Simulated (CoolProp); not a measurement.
Vapour-liquid equilibrium of isohexane (1) + n-hexane (2) at 456.1 K; x and y are mole fractions of (1).

The numbers come from the multi-fluid Helmholtz-energy mixture model, Lemmon 2006 and Thol 2019; pair parameters Bell 2016 in CoolProp.

**Question.** Give the bubble pressure and the first vapour's composition at x = 0.05, 0.725, 0.8. Is there an azeotrope?

**Answer.** x = 0.05: 1381 kPa, y = 0.056; x = 0.725: 1547 kPa, y = 0.743; x = 0.8: 1564 kPa, y = 0.814. No azeotrope shows between x = 0.05 and 0.95.

Pair parameters are fitted to limited data, so mixtures are less certain than the pure fluids.
